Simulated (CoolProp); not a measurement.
Saturation properties of R1336mzz(Z) (Tc = 444.5 K, pc = 2.904 MPa, ω = 0.386).

Computed with CoolProp (reference Helmholtz-energy equation of state, McLinden 2020).

```csv
T (K),p (MPa),liquid density (kg/m³),enthalpy of vaporisation (kJ/kg),vapour Z
316.3,0.1427,1316,159.9,0.9340
326.6,0.1999,…,154.8,0.9168
336.8,…,1258,149.4,0.8972
347.1,0.3653,1226,143.6,0.8746
357.4,0.4802,1193,137.5,0.8488
367.7,…,1158,130.8,0.8196
378,0.7900,1121,123.6,0.7866
388.3,0.9923,1080,115.6,…
398.6,…,1036,…,0.7067
408.9,1.513,985.0,96.41,…
419.2,1.841,925.2,84.16,0.5994
```

Q: Fill in the missing entries.

A: 
- 326.6, liquid density (kg/m³): 1287
- 336.8, p (MPa): 0.2727
- 367.7, p (MPa): 0.6205
- 388.3, vapour Z: 0.7493
- 398.6, p (MPa): 1.232
- 398.6, enthalpy of vaporisation (kJ/kg): 106.7
- 408.9, vapour Z: 0.6576

It boils at 306.6 K under 1 atm.
